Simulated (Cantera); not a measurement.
What does this Cantera script print?

```python
import numpy as np
import cantera as ct

gas = ct.Solution("gri30.yaml")
gas.TPX = 875, 510000, {'CO': 0.0015, 'O2': 0.051, 'H2O': 0.0061, 'N2': 1}
reactor = ct.IdealGasConstPressureReactor(gas, energy="off", clone=False)
net = ct.ReactorNet([reactor])
net.rtol, net.atol = 1e-08, 1e-18
show = ['CO', 'O2', 'H2O', 'O', 'NO', 'NO2', 'H']
times = np.geomspace(0.0004, 300, 10)

steps = ct.SolutionArray(gas, extra=["t"])
rows = []
print(f"{'t/s':>10s}{'T/K':>9s}{'P/Pa':>11s}" + "".join(f"{s:>11s}" for s in show))
for t in times:
    while net.time < t:
        t_next = net.step()
        steps.append(gas.state, t=t_next)
    rows.append([np.interp(t, steps.t, y) for y in (steps.T, steps.P, *steps(*show).X.T)])
    print(f"{t:10.3e}{rows[-1][0]:9.1f}{rows[-1][1]:11.4g}" + "".join(f"{x:11.3e}" for x in rows[-1][2:]))
rate = np.gradient(steps.T, steps.t)
print("integrator steps:", len(steps.t))
if steps.T.max() > steps.T[0] + 200:
    print(f"time of steepest temperature rise: {steps.t[rate.argmax()]:.4e} s")
gas.TPX = 875, 510000, {'CO': 0.0015, 'O2': 0.051, 'H2O': 0.0061, 'N2': 1}
gas.equilibrate("TP")
print(f"equilibrium (TP): T = {gas.T:.1f} K  " + "  ".join(f"{s} {gas[s].X[0]:.3e}" for s in show))
```

Output:

```
       t/s      T/K       P/Pa         CO         O2        H2O          O         NO        NO2          H
 4.000e-04    875.0    5.1e+05  1.417e-03  4.818e-02  5.762e-03  4.910e-12  1.953e-24  5.454e-32  1.751e-15
 1.798e-03    875.0    5.1e+05  1.417e-03  4.818e-02  5.762e-03  1.535e-11  3.279e-23  3.275e-29  6.248e-15
 8.084e-03    875.0    5.1e+05  1.417e-03  4.818e-02  5.762e-03  2.354e-11  3.869e-22  1.492e-26  1.075e-14
 3.634e-02    875.0    5.1e+05  1.417e-03  4.818e-02  5.762e-03  2.422e-11  4.044e-21  3.836e-24  1.637e-14
 1.634e-01    875.0    5.1e+05  1.417e-03  4.818e-02  5.762e-03  2.639e-11  6.276e-20  1.202e-21  4.257e-14
 7.345e-01    875.0    5.1e+05  1.417e-03  4.818e-02  5.762e-03  3.829e-11  1.206e-18  5.281e-19  1.897e-13
 3.302e+00    875.0    5.1e+05  1.412e-03  4.817e-02  5.762e-03  1.302e-10  1.322e-17  1.611e-16  1.495e-12
 1.484e+01    875.0    5.1e+05  1.318e-03  4.813e-02  5.762e-03  2.821e-10  3.021e-16  3.167e-14  4.131e-12
 6.673e+01    875.0    5.1e+05  9.335e-04  4.795e-02  5.764e-03  2.203e-10  3.794e-15  8.420e-13  2.758e-12
 3.000e+02    875.0    5.1e+05  2.879e-04  4.764e-02  5.766e-03  7.404e-11  1.783e-14  7.047e-12  5.984e-13
integrator steps: 698
equilibrium (TP): T = 875.0 K  CO 1.369e-15  O2 4.750e-02  H2O 5.766e-03  O 1.996e-13  NO 3.408e-06  NO2 5.319e-07  H 2.709e-18
```

Model: GRI-Mech 3.0 (53 species, 325 reactions), integrated in Cantera.
